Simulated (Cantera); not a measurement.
Input: 1 mol SiH4, 31 mol NH3, 3.6 mol N2, equilibrated at 0.113 Torr.

Method: chemical equilibrium by Gibbs-energy minimisation in Cantera with the NASA 1993 tables (ideal gas, pure condensed phases). Candidate condensed phases: Si, Si3N4; 18 gas species. The tables' values for SiN are old estimates; treat these amounts as uncertain. Gases not in the tables: Si2H6 and higher silanes. Equilibrium is a limit: real reactors are often held back by kinetics, nucleation or transport.

x: gas mole fraction; n: condensed amount in mol.

```json
[
 {"T (K)": "1050", "x H2": "0.725", "x N2": "0.275", "x H": "5.64e-7", "x Si": "<1e-12", "n Si3N4(s)": "0.333", "n Si(s)": "0", "n Si(l)": "0"},
 {"T (K)": "1150", "x H2": "0.725", "x N2": "0.275", "x H": "5.19e-6", "x Si": "3.50e-12", "n Si3N4(s)": "0.333", "n Si(s)": "0", "n Si(l)": "0"},
 {"T (K)": "1250", "x H2": "0.725", "x N2": "0.275", "x H": "3.36e-5", "x Si": "1.17e-9", "n Si3N4(s)": "0.333", "n Si(s)": "0", "n Si(l)": "0"},
 {"T (K)": "1350", "x H2": "0.724", "x N2": "0.275", "x H": "0.000166", "x Si": "1.63e-7", "n Si3N4(s)": "0.333", "n Si(s)": "0", "n Si(l)": "0"},
 {"T (K)": "1450", "x H2": "0.724", "x N2": "0.275", "x H": "(withheld)", "x Si": "(withheld)", "n Si3N4(s)": "0.333", "n Si(s)": "0", "n Si(l)": "0"},
 {"T (K)": "1550", "x H2": "0.715", "x N2": "0.282", "x H": "(withheld)", "x Si": "(withheld)", "n Si3N4(s)": "0", "n Si(s)": "(withheld)", "n Si(l)": "0"},
 {"T (K)": "1650", "x H2": "0.711", "x N2": "0.281", "x H": "0.00625", "x Si": "0.00179", "n Si3N4(s)": "0", "n Si(s)": "0.872", "n Si(l)": "0"},
 {"T (K)": "1750", "x H2": "0.696", "x N2": "0.277", "x H": "0.0158", "x Si": "0.0100", "n Si3N4(s)": "0", "n Si(s)": "0", "n Si(l)": "0.281"},
 {"T (K)": "1850", "x H2": "0.676", "x N2": "0.273", "x H": "0.0362", "x Si": "0.0140", "n Si3N4(s)": "0", "n Si(s)": "0", "n Si(l)": "0"},
 {"T (K)": "1950", "x H2": "0.643", "x N2": "0.268", "x H": "0.0750", "x Si": "0.0139", "n Si3N4(s)": "0", "n Si(s)": "0", "n Si(l)": "0"},
 {"T (K)": "2050", "x H2": "0.586", "x N2": "0.259", "x H": "0.142", "x Si": "0.0134", "n Si3N4(s)": "0", "n Si(s)": "0", "n Si(l)": "0"}
]
```

### Question
What belongs in the gaps?

### Answer

- 1550, x H: 0.00218
- 1550, x Si: 0.000221
- 1550, n Si(s): 0.984
- 1450, x H: 0.000657
- 1450, x Si: 1.14e-5
